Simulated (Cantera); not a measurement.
A closed system holds: 1 mol C2F6, 1.5 mol F2, a varied amount of H2, equilibrated at 950 K and 0.100 bar.

These are equilibrium values from Cantera (NASA tables, ideal gas, pure condensed phases), not measurements of a reactor. Candidate condensed phases: C, C6H6, C7H8, C8H18; 95 gas species. The feed counts by its element totals alone. The numbers say what is thermodynamically allowed, not how fast it happens.

Question: At 6.2 mol H2, list the 3 most abundant gas species with their mole fractions, and the condensed phases.

Answer: HF 0.841, H2 0.158, CH4 0.000419. Condensed: C(graphite).
